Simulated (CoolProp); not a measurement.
Vapour-liquid equilibrium of R114 (1) + benzene (2) at 2.92 bar; x and y are mole fractions of (1).

Model: multi-fluid Helmholtz-energy mixture model, Platzer 1990 and Thol 2012; pair parameters Bell 2016, in CoolProp. This equation is an older, rougher fit; its heat capacities, sound speeds and derivatives of the liquid may be far off and weren't checked against measurements.

```json
[
 {"x": "0.05", "bubble temperature (°C)": "97.0", "y at the bubble point": "0.438", "dew temperature at overall composition x (°C)": "116.8", "liquid density (mol/L)": "10.00"},
 {"x": "0.2", "bubble temperature (°C)": "65.3", "y at the bubble point": "0.805", "dew temperature at overall composition x (°C)": "110.0", "liquid density (mol/L)": "10.00"},
 {"x": "0.35", "bubble temperature (°C)": "54.1", "y at the bubble point": "0.880", "dew temperature at overall composition x (°C)": "102.2", "liquid density (mol/L)": "9.726"},
 {"x": "0.5", "bubble temperature (°C)": "48.5", "y at the bubble point": "0.913", "dew temperature at overall composition x (°C)": "93.1", "liquid density (mol/L)": "9.387"},
 {"x": "0.65", "bubble temperature (°C)": "44.3", "y at the bubble point": "0.937", "dew temperature at overall composition x (°C)": "81.6", "liquid density (mol/L)": "9.043"},
 {"x": "0.8", "bubble temperature (°C)": "40.4", "y at the bubble point": "0.961", "dew temperature at overall composition x (°C)": "66.0", "liquid density (mol/L)": "8.717"},
 {"x": "0.95", "bubble temperature (°C)": "36.4", "y at the bubble point": "0.989", "dew temperature at overall composition x (°C)": "42.1", "liquid density (mol/L)": "8.420"}
]
```

No azeotrope shows between x = 0.05 and 0.95.

Pair parameters are fitted to limited data, so mixtures are less certain than the pure fluids. With so large a gap from Raoult's law the liquid may split in two, which this calculation doesn't test in full.
